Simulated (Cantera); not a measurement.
Input: 1 mol HF, 3.9 mol O2, 0.69 mol H2O, at 2875 K and 1.33 mbar.

Cantera equilibrium calculation (NASA polynomials, part measured and part estimated; ideal gas, pure solids and liquids). Candidate condensed phases: H2O; 22 gas species. Equilibrium is a limit: real reactors are often held back by kinetics, nucleation or transport.

Base state: O 0.636, H 0.139, O2 0.103, HF 0.0783, F 0.0230, OH 0.0170, H2 0.00231, H2O 0.000938 (mole fractions); condensed: gas only.

What changes in the equilibrium state with this change: O2 from 3.9 to 0.056 mol?


```
species    before    after
-------  --------  -------
H           0.139    0.411
HF         0.0783    0.293
O           0.636    0.215
O2          0.103   0.0118
H2        0.00231   0.0201
F          0.0230   0.0292
OH         0.0170   0.0169
H2O      0.000938  0.00276
```

What changes in the equilibrium state with this change: HF replaced by H2S?


```csv
species,before,after
O,0.636,0.536
H,0.139,0.261
O2,0.103,0.0731
HF,0.0783,0
SO,0,0.0440
S,0,0.0358
F,0.0230,0
SO2,0,0.0118
OH,0.0170,0.0268
SH,0,0.000187
S2,0,5.72e-5
H2,0.00231,0.00814
```
Further candidate phases: H2SO4, S.

What changes in the equilibrium state with this change: HF replaced by N2O?


| species | before | after |
|---|---|---|
| O | 0.636 | 0.659 |
| H | 0.139 | 0.113 |
| O2 | 0.103 | 0.111 |
| N2 | 0 | 0.0904 |
| HF | 0.0783 | 0 |
| F | 0.0230 | 0 |
| NO | 0 | 0.0100 |
| OH | 0.0170 | 0.0143 |
| N | 0 | 4.95e-5 |
| H2 | 0.00231 | 0.00152 |
| H2O | 0.000938 | 0.000640 |
